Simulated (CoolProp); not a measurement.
Saturation properties of o-xylene.

Values from CoolProp's reference Helmholtz-energy equation of state, Zhou 2012.

```csv
T (K),p (MPa),surface tension (mN/m),liquid viscosity (µPa s)
284.5,0.0003833,31.0,921
288.8,0.0005060,30.5,863
293.1,0.0006616,30.1,811
297.5,0.0008623,29.6,763
301.8,0.001107,29.1,720
306.1,0.001410,28.6,681
310.4,0.001781,28.2,646
314.8,0.002245,27.7,612
319.1,0.002795,27.2,583
323.4,0.003455,26.8,555
327.7,0.004242,26.3,529
332.1,0.005200,25.9,505
336.4,0.006306,25.4,483
```

It boils at 417.5 K under 1 atm.

Viscosity comes from a separate model (Cao 2016). Surface tension comes from a separate correlation (Mulero 2014).
